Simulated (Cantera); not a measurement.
Mixture: CH3OH : O2 : N2 = 1 : 1.56 : 5.88 (molar parts), equivalence ratio 0.96, at 4050 Torr, adiabatic and at constant pressure. Ignition delay is the time to a rise of 400 K.

Cantera simulation using GRI-Mech 3.0 (53 species, 325 reactions); the numbers are that mechanism's predictions, not measurements. GRI-Mech 3.0 was tuned for natural gas; its chemistry of methanol as a main component is partial and can be far from experiment.

**Question.** What does this change do: 0.086 parts H2 added?

**Answer.** 
```json
[
 {"quantity": "delay at 1225 K", "before": "1.57 ms", "after": "1.42 ms"},
 {"quantity": "delay at 1300 K", "before": "0.515 ms", "after": "0.481 ms"},
 {"quantity": "delay at 1375 K", "before": "0.195 ms", "after": "0.186 ms"},
 {"quantity": "delay at 1450 K", "before": "84.2 µs", "after": "81.2 µs"},
 {"quantity": "delay at 1525 K", "before": "40.7 µs", "after": "39.5 µs"},
 {"quantity": "delay at 1600 K", "before": "21.6 µs", "after": "21.1 µs"},
 {"quantity": "apparent activation energy between 1450 and 1600 K", "before": "170 kJ/mol", "after": "170 kJ/mol"}
]
```

**Question.** What does this change do: pressure from 4050 Torr to 7500 Torr?

**Answer.** 
```tsv
quantity	before	after
delay at 1225 K	1.57 ms	0.993 ms
delay at 1300 K	0.515 ms	0.322 ms
delay at 1375 K	0.195 ms	0.121 ms
delay at 1450 K	84.2 µs	51.6 µs
delay at 1525 K	40.7 µs	24.7 µs
delay at 1600 K	21.6 µs	13.0 µs
apparent activation energy between 1450 and 1600 K	170 kJ/mol	180 kJ/mol
```
